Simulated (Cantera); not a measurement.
Input (Python, Cantera):

```python
import numpy as np
import cantera as ct

gas = ct.Solution("gri30.yaml")
gas.TPX = 1775, 36000, {'C2H6': 1, 'N2': 2.8}
reactor = ct.IdealGasConstPressureReactor(gas, energy="off", clone=False)
net = ct.ReactorNet([reactor])
net.rtol, net.atol = 1e-08, 1e-18
show = ['C2H6', 'C2H', 'CH2', 'H2', 'C2H2']
times = np.geomspace(7e-05, 3, 9)

steps = ct.SolutionArray(gas, extra=["t"])
rows = []
print(f"{'t/s':>10s}{'T/K':>9s}{'P/Pa':>11s}" + "".join(f"{s:>11s}" for s in show))
for t in times:
    while net.time < t:
        t_next = net.step()
        steps.append(gas.state, t=t_next)
    rows.append([np.interp(t, steps.t, y) for y in (steps.T, steps.P, *steps(*show).X.T)])
    print(f"{t:10.3e}{rows[-1][0]:9.1f}{rows[-1][1]:11.4g}" + "".join(f"{x:11.3e}" for x in rows[-1][2:]))
rate = np.gradient(steps.T, steps.t)
print("integrator steps:", len(steps.t))
if steps.T.max() > steps.T[0] + 200:
    print(f"time of steepest temperature rise: {steps.t[rate.argmax()]:.4e} s")
gas.TPX = 1775, 36000, {'C2H6': 1, 'N2': 2.8}
gas.equilibrate("TP")
print(f"equilibrium (TP): T = {gas.T:.1f} K  " + "  ".join(f"{s} {gas[s].X[0]:.3e}" for s in show))
```

It prints:

```
       t/s      T/K       P/Pa       C2H6        C2H        CH2         H2       C2H2
 7.000e-05   1775.0    3.6e+04  6.007e-03  2.482e-06  1.809e-05  1.751e-01  6.772e-02
 2.655e-04   1775.0    3.6e+04  2.376e-04  1.032e-06  1.764e-06  2.240e-01  1.151e-01
 1.007e-03   1775.0    3.6e+04  6.803e-05  7.378e-07  6.453e-07  2.490e-01  1.396e-01
 3.820e-03   1775.0    3.6e+04  5.306e-05  8.386e-07  6.252e-07  2.676e-01  1.495e-01
 1.449e-02   1775.0    3.6e+04  2.174e-05  9.209e-07  4.435e-07  2.965e-01  1.581e-01
 5.497e-02   1775.0    3.6e+04  3.607e-06  1.037e-06  2.095e-07  3.258e-01  1.666e-01
 2.085e-01   1775.0    3.6e+04  3.727e-07  1.103e-06  7.003e-08  3.388e-01  1.703e-01
 7.909e-01   1775.0    3.6e+04  1.132e-07  1.117e-06  3.352e-08  3.417e-01  1.712e-01
 3.000e+00   1775.0    3.6e+04  1.061e-07  1.118e-06  3.186e-08  3.418e-01  1.712e-01
integrator steps: 1519
equilibrium (TP): T = 1775.0 K  C2H6 6.670e-08  C2H 6.995e-07  CH2 2.524e-08  H2 3.425e-01  C2H2 1.073e-01
```

Computed with Cantera and GRI-Mech 3.0 (53 species, 325 reactions). GRI-Mech 3.0 stops at C3 and has no aromatics, soot or wall deposition, so with more carbon than oxygen in the feed, carbon stays in small species such as C2H2 where larger ones or solid carbon would form.
